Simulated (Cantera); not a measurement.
A Cantera script and its output.

```python
import numpy as np
import cantera as ct

gas = ct.Solution("h2o2.yaml")
gas.TPX = 498, 100000, {'H2': 1, 'O2': 0.5, 'N2': 1.3, 'H2O': 0.49}
flame = ct.FreeFlame(gas, width=0.04)
flame.set_refine_criteria(ratio=3, slope=0.08, curve=0.16)
flame.transport_model = "mixture-averaged"
flame.solve(loglevel=0, auto=True)
z, T = flame.grid, flame.T
thick = (T[-1] - T[0]) / np.gradient(T, z).max()
show = ['H2', 'O2', 'H2O', 'H2O2', 'HO2', 'O']
print(f"laminar burning velocity  {flame.velocity[0] * 100:.3f} cm/s")
print(f"burnt temperature         {T[-1]:.1f} K")
print(f"thermal thickness         {thick * 1e3:.4f} mm")
print(f"grid points               {len(z)}")
z0 = z[flame.heat_release_rate.argmax()]
print(f"{'z/mm':>9s}{'T/K':>9s}{'u/(m/s)':>9s}" + "".join(f"{s:>11s}" for s in show))
rows = []
for k in (-3, -2, -1.5, -1, -0.5, -0.25, 0, 0.25, 0.5, 1, 2, 4, 8):
    zz = z0 + k * thick
    rows.append([k * thick, np.interp(zz, z, T), np.interp(zz, z, flame.velocity),
                 *(np.interp(zz, z, flame.X[gas.species_index(s)]) for s in show)])
    print(f"{rows[-1][0] * 1e3:9.3f}{rows[-1][1]:9.1f}{rows[-1][2]:9.3f}" + "".join(f"{x:11.3e}" for x in rows[-1][3:]))
```

Result:

```
laminar burning velocity  538.746 cm/s
burnt temperature         2427.9 K
thermal thickness         0.3540 mm
grid points               110
     z/mm      T/K  u/(m/s)         H2         O2        H2O       H2O2        HO2          O
   -1.062    498.0    5.387  3.040e-01  1.520e-01  1.489e-01  2.262e-14  1.267e-12  7.212e-14
   -0.708    498.0    5.387  3.039e-01  1.520e-01  1.489e-01  3.098e-12  1.545e-10  9.115e-12
   -0.531    498.0    5.387  3.039e-01  1.520e-01  1.489e-01  7.934e-11  3.740e-09  1.819e-10
   -0.354    498.1    5.386  3.037e-01  1.520e-01  1.490e-01  2.497e-09  1.128e-07  4.393e-09
   -0.177    509.7    5.468  2.973e-01  1.531e-01  1.508e-01  4.073e-06  1.299e-04  1.975e-06
   -0.088    719.6    7.487  2.627e-01  1.501e-01  1.730e-01  5.606e-05  5.666e-04  1.629e-04
    0.000   1183.6   11.882  1.773e-01  1.186e-01  2.541e-01  1.703e-05  1.991e-04  3.027e-03
    0.088   1512.2   14.971  9.398e-02  6.515e-02  3.525e-01  5.227e-06  8.076e-05  8.160e-03
    0.177   1681.8   16.542  6.369e-02  4.021e-02  3.952e-01  3.081e-06  4.256e-05  9.687e-03
    0.354   1850.1   18.022  5.473e-02  3.022e-02  4.163e-01  1.603e-06  2.573e-05  8.687e-03
    0.708   2011.6   19.374  4.967e-02  2.498e-02  4.334e-01  8.866e-07  1.624e-05  6.469e-03
    1.416   2156.3   20.537  4.259e-02  2.010e-02  4.516e-01  5.733e-07  9.751e-06  4.338e-03
    2.832   2275.9   21.467  3.460e-02  1.575e-02  4.690e-01  4.179e-07  5.808e-06  2.688e-03
```

Cantera simulation using the H2/O2 subset of GRI-Mech 3.0, which has no nitrogen chemistry; the numbers are that mechanism's predictions, not measurements. Burning velocities carry a grid error of a few per cent, more on coarse grids.
